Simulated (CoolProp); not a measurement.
Properties of sulfur dioxide along the isobar 0.101 MPa (Tc = 157.5 °C, pc = 7.887 MPa, ω = 0.256).

Model: reference Helmholtz-energy equation of state, Gao 2016, in CoolProp.

```
T (°C)  phase       Z  cp (kJ/(kg K))  cv (kJ/(kg K))  isothermal compressibility (1/MPa)  expansivity (1/kK)
------  -----  ------  --------------  --------------  ----------------------------------  ------------------
155.75    gas  0.9955          0.6983          0.5656                               9.946               2.369
166.45    gas  0.9959             [?]          0.5706                               9.942               2.308
177.15    gas  0.9962          0.7079             [?]                               9.939               2.251
187.75    gas  0.9965             [?]          0.5805                               9.936               2.197
198.45    gas  0.9968          0.7173          0.5853                               9.933               2.145
209.15    gas  0.9970          0.7219          0.5901                               9.931               2.096
219.85    gas  0.9972          0.7264             [?]                               9.928               2.049
230.45    gas  0.9975          0.7308          0.5993                               9.926               2.004
241.15    gas  0.9976             [?]          0.6037                               9.924               1.962
251.85    gas  0.9978          0.7395          0.6081                               9.923               1.921
```

Task: Fill in the missing entries.

Result: 
- 166.45, cp (kJ/(kg K)): 0.7031
- 177.15, cv (kJ/(kg K)): 0.5756
- 187.75, cp (kJ/(kg K)): 0.7126
- 219.85, cv (kJ/(kg K)): 0.5947
- 241.15, cp (kJ/(kg K)): 0.7352
